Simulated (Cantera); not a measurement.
A closed system holds: 1 mol Si, 1.3 mol SF₆, 18 mol N₂, at 1000 K and 0.100 bar.

Equilibrium computed with Cantera from the NASA thermochemical tables; the gas is ideal and each condensed phase is pure. Candidate condensed phases: S, Si, Si₃N₄; 29 gas species. The tables' values for S₂F₂ (SSF₂), SF₃ are old estimates; treat these amounts as uncertain. Kinetics and transport are ignored.

Base state: N₂ 0.896, SiF₄ 0.0498, SF₄ 0.0393, S₂F₂ (SSF₂) 0.0105, SF₂ 0.00293, SF₃ 0.00113, SF₆ 0.000254 (mole fractions); condensed: gas only.

Task: What changes in the equilibrium state with this change: SF₆ from 1.3 to 1.1 mol?

Result: 
```tsv
species	before	after
N₂	0.896	0.908
SiF₄	0.0498	0.0505
SF₄	0.0393	0.0236
S₂F₂ (SSF₂)	0.0105	0.0141
SF₆	0.000254	9.84e-5
SF₃	0.00113	0.000847
```

Task: What changes in the equilibrium state with this change: pressure from 0.100 bar to 0.0100 bar?

Result: 
```
species        before     after
-----------  --------  --------
N₂              0.896     0.895
SiF₄           0.0498    0.0497
SF₄            0.0393    0.0382
SF₂           0.00293   0.00602
S₂F₂ (SSF₂)    0.0105   0.00936
SF₆          0.000254  0.000117
SF₃           0.00113   0.00160
```
